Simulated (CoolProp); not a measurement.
Vapour-liquid equilibrium of R22 (1) + R134a (2) at -23.95 °C; x and y are mole fractions of (1).

The numbers come from the multi-fluid Helmholtz-energy mixture model, Kamei 1995 and Tillner-Roth 1994; pair parameters Bell 2016 in CoolProp.

```
x     bubble pressure, mixture model (kPa)  bubble pressure, Raoult's law (kPa)  y, mixture model  y, Raoult's law
----  ------------------------------------  -----------------------------------  ----------------  ---------------
0.05                                 118.1                                116.5             0.100            0.090
0.2                                  136.2                                131.3             0.333            0.320
0.35                                 152.3                                146.0             0.506            0.504
0.5                                  167.0                                160.8             0.644            0.653
0.65                                 180.7                                175.6             0.762            0.778
0.8                                  193.6                                190.4             0.868            0.883
0.95                                 206.1                                205.2             0.968            0.973
```

The largest gap from Raoult's law is +4.3 % in bubble pressure, at x = 0.35. No azeotrope shows between x = 0.05 and 0.95.

The pair parameters rest on a limited set of measurements; away from them the model extrapolates.
